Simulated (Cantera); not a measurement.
Input (Python, Cantera) and output of one run.

```python
import numpy as np
import cantera as ct

gas_names = """
    Cr CrN CrO CrO2 CrO3 H HNO HNO2 HNO3 HO2 H2 H2O H2O2 N NH NH2 NH3 NH2OH NO NO2 NO3 N2 N2H2 N2H4 N2O
    O OH O2 O3
""".split()
cond_names = """
    Cr(cr) Cr(L) CrN(s) Cr2N(s) Cr2O3(s) Cr2O3(L) H2O(s) H2O(L)
""".split()


# ... load() reads the species with a 1 bar reference pressure and builds the phases ...
atoms = {
    'Cr2O3': {'Cr': 2, 'O': 3},
    'H2': {'H': 2},
    'N2': {'N': 2},
}
top_T = {'CrN(s)': 1900, 'Cr2N(s)': 1900}  # K; cautious upper limits of use, not melting points


# ... equilibrate(T, P, feed) seeds the gas with the atoms and calls Mixture.equilibrate('TP', solver="vcs", rtol=1e-11, max_steps=5000) ...
results = []
feed = {'Cr2O3': 1, 'H2': 5.1, 'N2': 35}  # mol
P = 62000  # Pa
for T in [973, 1073, 1173, 1273, 1373, 1473, 1573, 1673, 1773, 1873, 1973, 2073, 2173]:
    mix = equilibrate(T, P, feed)
    results.append((T, P, feed, dict(zip(mix.species_names, mix.species_moles))))
    x = sorted(zip(gas.X, gas.species_names), reverse=True)
    print(f"T = {T:g} K  P = {P:g} Pa  gas = {mix.phase_moles(0):.4g} mol")
    print("   x: " + "  ".join(f"{s} {v:.3e}" for v, s in x if v > 0.0001))
    print("   condensed (mol): " + ("  ".join(f"{mix.phase(i).name} {mix.phase_moles(i):.4g}"
          for i in range(1, mix.n_phases) if mix.phase_moles(i) > 1e-12) or "none"))
```

Result:

```
T = 973 K  P = 62000 Pa  gas = 40.1 mol
   x: N2 8.728e-01  H2 1.271e-01
   condensed (mol): CrN(s) 0.0004624  Cr2O3(s) 0.9998
T = 1073 K  P = 62000 Pa  gas = 40.1 mol
   x: N2 8.728e-01  H2 1.271e-01
   condensed (mol): CrN(s) 0.0008405  Cr2O3(s) 0.9996
T = 1173 K  P = 62000 Pa  gas = 40.1 mol
   x: N2 8.728e-01  H2 1.271e-01
   condensed (mol): CrN(s) 0.001372  Cr2O3(s) 0.9993
T = 1273 K  P = 62000 Pa  gas = 40.1 mol
   x: N2 8.728e-01  H2 1.271e-01
   condensed (mol): CrN(s) 0.002063  Cr2O3(s) 0.999
T = 1373 K  P = 62000 Pa  gas = 40.1 mol
   x: N2 8.728e-01  H2 1.271e-01  H2O 1.244e-04
   condensed (mol): Cr2N(s) 0.001663  Cr2O3(s) 0.9983
T = 1473 K  P = 62000 Pa  gas = 40.1 mol
   x: N2 8.728e-01  H2 1.270e-01  H2O 2.067e-04
   condensed (mol): Cr2N(s) 0.002757  Cr2O3(s) 0.9972
T = 1573 K  P = 62000 Pa  gas = 40.1 mol
   x: N2 8.728e-01  H2 1.269e-01  H2O 3.216e-04
   condensed (mol): Cr2N(s) 0.004247  Cr2O3(s) 0.9957
T = 1673 K  P = 62000 Pa  gas = 40.1 mol
   x: N2 8.728e-01  H2 1.267e-01  H2O 4.745e-04
   condensed (mol): Cr2N(s) 0.005955  Cr2O3(s) 0.9937
T = 1773 K  P = 62000 Pa  gas = 40.11 mol
   x: N2 8.727e-01  H2 1.264e-01  H2O 7.218e-04  H 1.284e-04  Cr 1.018e-04
   condensed (mol): Cr(cr) 0.01522  Cr2O3(s) 0.9903
T = 1873 K  P = 62000 Pa  gas = 40.12 mol
   x: N2 8.723e-01  H2 1.258e-01  H2O 1.126e-03  Cr 3.999e-04  H 2.908e-04
   condensed (mol): Cr(cr) 0.01406  Cr2O3(s) 0.9849
T = 1973 K  P = 62000 Pa  gas = 40.16 mol
   x: N2 8.715e-01  H2 1.249e-01  H2O 1.813e-03  Cr 1.206e-03  H 6.055e-04
   condensed (mol): Cr2O3(s) 0.9756
T = 2073 K  P = 62000 Pa  gas = 40.22 mol
   x: N2 8.703e-01  H2 1.227e-01  H2O 3.473e-03  Cr 2.302e-03  H 1.170e-03
   condensed (mol): Cr2O3(s) 0.9527
T = 2173 K  P = 62000 Pa  gas = 40.32 mol
   x: N2 8.682e-01  H2 1.192e-01  H2O 6.210e-03  Cr 4.094e-03  H 2.116e-03  CrO 1.723e-04
   condensed (mol): Cr2O3(s) 0.9139
```

These are equilibrium values from Cantera (NASA tables, ideal gas, pure condensed phases), not measurements of a reactor. Mutual solubility and eutectic melting of coexisting phases are not modelled.
